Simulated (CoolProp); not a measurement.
Vapour-liquid equilibrium of trans-2-butene (1) + acetone (2) at 1.1 MPa; x and y are mole fractions of (1).

Computed with CoolProp (multi-fluid Helmholtz-energy mixture model, Lemmon 2005 and Lemmon 2006; pair parameters Bell 2016).

| x | bubble temperature (K) | y at the bubble point | dew temperature at overall composition x (K) | liquid density (mol/L) |
|---|---|---|---|---|
| 0.05 | 412.0 | 0.177 | 418.7 | 10.76 |
| 0.125 | 400.1 | 0.380 | 414.8 | 10.78 |
| 0.2 | 390.5 | 0.521 | 410.7 | 10.74 |
| 0.275 | 383.2 | 0.616 | 406.5 | 10.64 |
| 0.35 | 377.7 | 0.682 | 402.0 | 10.50 |
| 0.425 | 373.5 | 0.731 | 397.2 | 10.34 |
| 0.5 | 370.3 | 0.768 | 392.0 | 10.17 |
| 0.575 | 367.7 | 0.799 | 386.5 | 9.993 |
| 0.65 | 365.4 | 0.828 | 380.5 | 9.821 |
| 0.725 | 363.5 | 0.857 | 374.0 | 9.659 |
| 0.8 | 361.7 | 0.887 | 367.6 | 9.513 |
| 0.875 | 360.1 | 0.922 | 362.4 | 9.385 |
| 0.95 | 358.6 | 0.965 | 359.1 | 9.277 |

No azeotrope shows between x = 0.05 and 0.95.

Pair parameters are fitted to limited data, so mixtures are less certain than the pure fluids.
